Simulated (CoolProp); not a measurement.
R1233zd(E) along the isotherm 339.8 K: fugacity coefficient from the reference equation and from simpler models built on Tc = 438.9 K, pc = 3.583 MPa, ω = 0.304; each cubic takes its own stable root.

Values from CoolProp's reference Helmholtz-energy equation of state, Akasaka 2022.

| p (MPa) | phase | reference |
|---|---|---|
| 0.00566 | gas | 0.9987 |
| 0.00915 | gas | 0.9979 |
| 0.0148 | gas | 0.9965 |
| 0.0239 | gas | 0.9944 |
| 0.0386 | gas | 0.9910 |
| 0.0624 | gas | 0.9854 |
| 0.101 | gas | 0.9764 |
| 0.163 | gas | 0.9619 |
| 0.263 | gas | 0.9385 |
| 0.425 | gas | 0.9007 |
| 0.686 | liquid | 0.6138 |
| 1.11 | liquid | 0.3858 |
| 1.79 | liquid | 0.2458 |

### Question
How far does each simpler model (Redlich-Kwong, Soave-Redlich-Kwong) lie from the reference over these 13 states: mean and median of the absolute difference, and the worst?

### Answer
- Redlich-Kwong: mean 10.3 %, median 0.4 %, worst +44.1 % at 339.8 K and 1.79 MPa
- Soave-Redlich-Kwong: mean 0.7 %, median 0.2 %, worst +2.5 % at 339.8 K and 1.79 MPa

At some of these states Redlich-Kwong gives the other phase, because its saturation line lies elsewhere.
